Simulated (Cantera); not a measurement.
A closed system holds: 1 mol Si₂Cl₆, 290 mol H₂, held at 5.00 mbar.

Cantera equilibrium calculation (NASA polynomials, part measured and part estimated; ideal gas, pure solids and liquids). Candidate condensed phases: Si; 19 gas species. The feed counts by its element totals alone. Gases not in the tables: Si₂H₆ and higher silanes. The numbers say what is thermodynamically allowed, not how fast it happens.

Problem. Which condensed phases are stable at each of these points (T (K)): 1098, 1148, 1198, 1248, 1298, 1348, 1398, 1448, 1498, 1548, 1598, 1648, 1698?

Solution. 
```tsv
T (K)	condensed phases	Si condensed (%)
1098	Si(s)	85.5
1148	Si(s)	86.8
1198	Si(s)	86.9
1248	Si(s)	86.5
1298	Si(s)	86.0
1348	Si(s)	85.5
1398	Si(s)	84.9
1448	Si(s)	84.4
1498	Si(s)	83.9
1548	Si(s)	83.3
1598	Si(s)	82.5
1648	Si(s)	81.4
1698	Si(l)	79.7
```

From 1098 K to 1648 K the condensed part is Si(s). At 1698 K the condensed part is Si(l).
